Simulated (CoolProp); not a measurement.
A single-stage vapour-compression cycle with cis-2-butene: evaporating at 321.15 K (dew point), condensing at 371.15 K (bubble point), superheat 5 K, subcooling 0 K, compressor efficiency 0.85, no pressure losses. Each further row changes one setting.

Values from CoolProp's reference Helmholtz-energy equation of state, Lemmon 2005. It is a short technical equation, of lower accuracy than the large ones.

| case | cooling COP | pressure ratio | discharge temperature (K) | refrigerating effect (kJ/kg) | volumetric capacity (kJ/m³) |
|---|---|---|---|---|---|
| as stated | 4.14 | 3.22 | 377.7 | 248 | 2410 |
| evaporating temperature 326.15 K | 4.79 | 2.82 | 377.3 | 254 | 2810 |
| condensing temperature 366.15 K | 4.77 | 2.91 | 372.8 | 262 | 2550 |
| subcooling 5 K | 4.37 | 3.22 | 377.7 | 262 | 2550 |
| superheat 15 K | 4.22 | 3.22 | 387.0 | 266 | 2470 |
| compressor efficiency 0.75 | 3.65 | 3.22 | 381.4 | 248 | 2410 |
